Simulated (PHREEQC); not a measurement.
A solution holds 3.2 mol HCl and 2.1 mol MgSO4 per kg of water, at 20 °C. Closed to the air; pH follows from the charge balance.

All values are PHREEQC results (Pitzer model, pitzer.dat), not measurements.

- pH: -1.33
- ionic strength: 8.48 mol/kgw
- activity of water: 0.732
- density: 1.231 g/cm³
- osmotic coefficient: 1.914
- total alkalinity: -3200 meq/kg

```csv
species,molality,activity,log γ
Cl-,3.20,2.14,-0.175
Mg+2,2.10,52.5,1.398
H+,1.64,21.4,1.115
HSO4-,1.56,1.76,0.053
SO4-2,0.541,0.000992,-2.737
```

Precipitation was switched off in this run. Complexes and solids missing from the database can't appear. In brines, pH and single-ion activities rest on the MacInnes convention.
